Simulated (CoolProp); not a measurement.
The fluid at 319.97 K and 0.332 MPa is throttled through a valve to 0.0454 MPa with no heat exchange. The same conditions are run with several fluids, on thermodynamics alone (safety and materials aside).

Model: reference Helmholtz-energy equation of state of each fluid (R1132(E): Akasaka 2024; hydrogen sulfide: Lemmon 2006; ethylene: Smukala 2000; R407C: Lemmon 2003; isobutene: Lemmon 2005), in CoolProp. Blends and air are pseudo-pure fits.

```csv
fluid,temperature change (K),final density (kg/m³)
R1132(E),(withheld),(withheld)
hydrogen sulfide,(withheld),0.591
ethylene,-2.5,(withheld)
R407C,(withheld),(withheld)
isobutene,(withheld),0.987
```

Problem. Some entries are withheld; supply them.

Solution. 
- R1132(E), temperature change (K): -3.8
- R1132(E), final density (kg/m³): 1.11
- hydrogen sulfide, temperature change (K): -4.3
- ethylene, final density (kg/m³): 0.483
- R407C, temperature change (K): -4.7
- R407C, final density (kg/m³): 1.50
- isobutene, temperature change (K): -6.4
